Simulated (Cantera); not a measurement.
An isothermal, constant-pressure homogeneous reactor starts with H₂ : O₂ : N₂ = 0.94 : 1 : 0.55 (molar parts), equivalence ratio 0.47, at 950 K and 0.987 atm.

Cantera simulation using the H2/O2 subset of GRI-Mech 3.0, which has no nitrogen chemistry; the numbers are that mechanism's predictions, not measurements. The temperature is held fixed by assumption; the heat of reaction is taken as removed at once.

x: mole fraction; the columns are a selection and need not sum to one.

```json
[
 {"t (s)": "1.00e-5", "x H₂": "0.378", "x O₂": "0.402", "x OH": "8.85e-12", "x HO₂": "5.73e-10", "x O": "3.02e-11", "x H₂O₂": "<1e-12"},
 {"t (s)": "4.20e-5", "x H₂": "0.378", "x O₂": "0.402", "x OH": "2.57e-11", "x HO₂": "5.03e-9", "x O": "9.12e-11", "x H₂O₂": "1.28e-11"},
 {"t (s)": "0.000176", "x H₂": "0.378", "x O₂": "0.402", "x OH": "4.15e-11", "x HO₂": "3.71e-8", "x O": "1.48e-10", "x H₂O₂": "4.27e-10"},
 {"t (s)": "0.000740", "x H₂": "0.378", "x O₂": "0.402", "x OH": "8.56e-11", "x HO₂": "2.47e-7", "x O": "3.05e-10", "x H₂O₂": "1.18e-8"},
 {"t (s)": "0.00311", "x H₂": "0.378", "x O₂": "0.402", "x OH": "1.43e-9", "x HO₂": "5.82e-6", "x O": "4.91e-9", "x H₂O₂": "8.89e-7"},
 {"t (s)": "0.0130", "x H₂": "[?]", "x O₂": "0.386", "x OH": "[?]", "x HO₂": "[?]", "x O": "[?]", "x H₂O₂": "[?]"},
 {"t (s)": "0.0548", "x H₂": "0.311", "x O₂": "0.376", "x OH": "1.94e-7", "x HO₂": "0.000135", "x O": "2.35e-7", "x H₂O₂": "0.00264"},
 {"t (s)": "0.230", "x H₂": "0.194", "x O₂": "0.333", "x OH": "2.13e-7", "x HO₂": "0.000125", "x O": "1.54e-7", "x H₂O₂": "0.00243"},
 {"t (s)": "0.965", "x H₂": "0.0153", "x O₂": "0.268", "x OH": "2.26e-7", "x HO₂": "3.98e-5", "x O": "7.24e-8", "x H₂O₂": "0.000221"},
 {"t (s)": "4.05", "x H₂": "0.000550", "x O₂": "0.263", "x OH": "3.01e-8", "x HO₂": "2.70e-6", "x O": "1.48e-9", "x H₂O₂": "1.05e-6"},
 {"t (s)": "17.0", "x H₂": "4.47e-5", "x O₂": "0.262", "x OH": "8.72e-9", "x HO₂": "3.83e-7", "x O": "4.63e-11", "x H₂O₂": "2.37e-8"},
 {"t (s)": "71.5", "x H₂": "9.51e-8", "x O₂": "0.262", "x OH": "1.58e-8", "x HO₂": "8.62e-9", "x O": "<1e-12", "x H₂O₂": "8.88e-11"},
 {"t (s)": "300", "x H₂": "1.67e-11", "x O₂": "0.262", "x OH": "[?]", "x HO₂": "[?]", "x O": "1.64e-11", "x H₂O₂": "3.42e-10"}
]
```

### Question
What belongs in the gaps?

### Answer

- 0.0130, x H₂: 0.336
- 0.0130, x OH: 5.58e-8
- 0.0130, x HO₂: 8.12e-5
- 0.0130, x O: 9.87e-8
- 0.0130, x H₂O₂: 0.000698
- 300, x OH: 9.41e-8
- 300, x HO₂: 1.02e-9
